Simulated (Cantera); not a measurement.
Charge: 1 mol Si₃N₄, 0.0035 mol H₂O, 84 mol N₂, held at 1.80 mbar.

Method: chemical equilibrium by Gibbs-energy minimisation in Cantera with the NASA 1993 tables (ideal gas, pure condensed phases). Candidate condensed phases: H₂O, Si, SiO₂, Si₂N₂O, Si₃N₄; 35 gas species. Mutual solubility and eutectic melting of coexisting phases are not modelled. The tables' values for SiN are old estimates; treat these amounts as uncertain. Rates play no part.

x: gas mole fraction; n: condensed amount in mol.

| T (K) | x N₂ | x Si | x SiN | x Si₂N | x Si₂ | x H | n Si₂N₂O(s) | n Si₃N₄(s) | n Si(l) |
|---|---|---|---|---|---|---|---|---|---|
| 950 | 1.000 | <1e-12 | <1e-12 | <1e-12 | <1e-12 | [?] | 0.00350 | 0.998 | 0 |
| 1050 | 1.000 | <1e-12 | <1e-12 | <1e-12 | <1e-12 | [?] | 0.00350 | 0.998 | 0 |
| 1150 | 1.000 | <1e-12 | <1e-12 | <1e-12 | <1e-12 | [?] | 0.00350 | 0.998 | 0 |
| 1250 | 1.000 | 7.85e-12 | 1.54e-12 | <1e-12 | <1e-12 | [?] | 0.00350 | 0.998 | 0 |
| 1350 | 1.000 | 1.10e-9 | 1.22e-10 | 1.47e-12 | <1e-12 | [?] | 0.00343 | 0.998 | 0 |
| 1450 | 1.000 | 7.67e-8 | 5.21e-9 | 3.30e-10 | 3.04e-12 | [?] | 0.00107 | 0.998 | 0 |
| 1550 | 1.000 | 3.08e-6 | 1.37e-7 | 3.63e-8 | 9.28e-10 | [?] | 0 | 0.999 | 0 |
| 1650 | 1.000 | 7.85e-5 | 2.39e-6 | 2.22e-6 | 1.40e-7 | [?] | 0 | 0.996 | 0 |
| 1750 | 0.999 | 0.000834 | 1.82e-5 | 3.10e-5 | 4.31e-6 | [?] | 0 | 0 | 2.92 |
| 1850 | 0.996 | 0.00358 | 5.82e-5 | 8.87e-5 | 2.51e-5 | [?] | 0 | 0 | 2.66 |
| 1950 | 0.986 | 0.0132 | 0.000164 | 0.000226 | 0.000121 | [?] | 0 | 0 | 1.76 |
| 2050 | 0.967 | 0.0321 | 0.000310 | 0.000291 | 0.000280 | 7.38e-5 | 0 | 0 | 0 |
| 2150 | 0.966 | 0.0330 | 0.000257 | 7.82e-5 | 0.000126 | 7.69e-5 | 0 | 0 | 0 |

Complete the blanks.


- 950, x H: 8.46e-11
- 1050, x H: 1.23e-9
- 1150, x H: 1.14e-8
- 1250, x H: 7.35e-8
- 1350, x H: 3.62e-7
- 1450, x H: 1.43e-6
- 1550, x H: 4.66e-6
- 1650, x H: 1.27e-5
- 1750, x H: 2.82e-5
- 1850, x H: 4.98e-5
- 1950, x H: 6.69e-5
